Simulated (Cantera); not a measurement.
A perfectly stirred reactor is fed with CH4 : O2 : N2 = 1 : 1.25 : 4.7 (molar parts), at 100000 Pa; it is adiabatic with a 650 K inlet, and is followed from long to short residence time, starting on the burning branch (τ in s: 0.43, 0.16, 0.059, 0.022, 0.0081, 0.003, 0.0011, 0.00042, 0.00016, 5.8e-05).

Detailed kinetics in Cantera: GRI-Mech 3.0 (53 species, 325 reactions).

Predict: blow-out, bracketed by the residence times tried; x(CH4) at τ = 0.430 s; x(O2) at τ = 0.430 s; x(HCO) at τ = 0.430 s; x(C2H4) at τ = 0.430 s; x(CO) at τ = 0.430 s; x(CH4) at τ = 3.00 ms; x(O2) at τ = 3.00 ms; x(HCO) at τ = 3.00 ms; x(C2H4) at τ = 3.00 ms; x(CO) at τ = 3.00 ms.


```
Property                                                                         Value
------------------------------------------------  ------------------------------------
blow-out, bracketed by the residence times tried  burning at 0.420 ms, out at 0.160 ms
x(CH4) at τ = 0.430 s                                                         0.000119
x(O2) at τ = 0.430 s                                                           2.38e-5
x(HCO) at τ = 0.430 s                                                          4.53e-8
x(C2H4) at τ = 0.430 s                                                         5.81e-8
x(CO) at τ = 0.430 s                                                            0.0967
x(CH4) at τ = 3.00 ms                                                          0.00229
x(O2) at τ = 3.00 ms                                                           0.00170
x(HCO) at τ = 3.00 ms                                                          1.34e-6
x(C2H4) at τ = 3.00 ms                                                         4.67e-5
x(CO) at τ = 3.00 ms                                                            0.0911
```
